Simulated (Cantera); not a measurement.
Thermodynamics of abatement and gas-phase synthesis, feed HCl + H2O + H2

Input: 1 mol HCl, 0.27 mol H2O, 6.6 mol H2, equilibrated at 0.133 bar.

These are equilibrium values from Cantera (NASA tables, ideal gas, pure condensed phases), not measurements of a reactor. Candidate condensed phases: H2O; 14 gas species. Equilibrium is a limit: real reactors are often held back by kinetics, nucleation or transport.

```csv
T (°C),log p H2,log p H,log p HCl,log p H2O,log p Cl,log p OH
425,-0.95,<-12,-1.77,-2.34,<-12,<-12
625,-0.95,-10.44,-1.77,-2.34,-11.27,<-12
825,-0.95,-8.08,-1.77,-2.34,-8.95,-11.83
1025,-0.95,-6.45,-1.77,-2.34,-7.34,-9.72
1225,-0.95,-5.24,-1.77,-2.34,-6.15,-8.18
1425,-0.95,-4.32,-1.77,-2.34,-5.24,-6.99
1625,-0.95,-3.58,-1.77,-2.34,-4.53,-6.06
1825,-0.96,-2.99,-1.78,-2.34,-3.94,-5.30
2025,-0.96,-2.50,-1.79,-2.35,-3.47,-4.68
2225,-0.98,-2.09,-1.81,-2.36,-3.07,-4.16
2425,-1.02,-1.76,-1.86,-2.39,-2.75,-3.73
2625,-1.09,-1.49,-1.94,-2.47,-2.50,-3.38
```
log p: log10 of the partial pressure in bar; nothing condenses.

From 425 °C to 2625 °C nothing is condensed.
